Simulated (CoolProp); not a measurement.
A Linde-Hampson liquefier for normal hydrogen: isothermal reversible compression at 230 K from 1 atm to 40 MPa, throttling to 1 atm, return gas leaving the recuperator 2 K below the feed. Each further row changes one setting.

The numbers come from the reference Helmholtz-energy equation of state, Leachman 2009 in CoolProp.

```csv
case,compression work (kJ/kg of gas)
as stated,5950
high pressure 80 MPa,6920
warm-end temperature 260 K,6700
warm-end gap 7 K,5950
```
